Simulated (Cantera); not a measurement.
Charge: 1 mol Si(CH3)4, 0.088 mol HCl, 12 mol H2, 0.18 mol C2H2, equilibrated at 1802 °C and 480 Torr.

Equilibrium computed with Cantera from the NASA thermochemical tables; the gas is ideal and each condensed phase is pure. Candidate condensed phases: C, C6H6, C7H8, C8H18, Si, SiC; 109 gas species. Gases not in the tables: Si2H6 and higher silanes. Kinetics and transport are ignored.

Base state: H2 0.990, HCl 0.00479, H 0.00331, C2H2 (acetylene) 0.00123, CH4 0.000220, CH3 1.44e-5, Cl 1.18e-5, Si 1.14e-5 (mole fractions); condensed: C(graphite) + SiC(s).

Question: What changes in the equilibrium state with this change: pressure from 480 Torr to 7.50 Torr?

Answer: 
| species | before | after |
|---|---|---|
| H2 | 0.990 | 0.967 |
| H | 0.00331 | 0.0262 |
| HCl | 0.00479 | 0.00464 |
| Si | 1.14e-5 | 0.000730 |
| CH4 | 0.000220 | 3.28e-6 |
| Si2C | 4.24e-7 | 2.71e-5 |
| SiC2 | 6.61e-7 | 4.23e-5 |
| CH3 | 1.44e-5 | 1.74e-6 |
| C(graphite), mol | 3.31 | 3.33 |
| SiC(s), mol | 0.999 | 0.984 |
